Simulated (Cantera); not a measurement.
A perfectly stirred reactor is fed with 2.28 % CH4, 95.1 % H2, 2.66 % H, at 0.138 atm; it is held at 1698 K, and followed from long to short residence time.

Computed with Cantera and GRI-Mech 3.0 (53 species, 325 reactions). GRI-Mech 3.0 stops at C3 and has no aromatics, soot or wall deposition, so with more carbon than oxygen in the feed, carbon stays in small species such as C2H2 where larger ones or solid carbon would form.

One state of this run: x CH4 = 0.0171; x H2 = 0.978; x H = 0.00158; x C2H6 = 6.35e-6; x CH2 = 7.88e-7; x C2H4 = 7.80e-5; x C2H = 2.31e-8. x: mole fraction; the columns are a selection and need not sum to one.

### Question
Which value of τ (s) does it belong to?
A) 0.61
B) 0.014
C) 0.064
D) 0.14

### Answer
B, 0.014
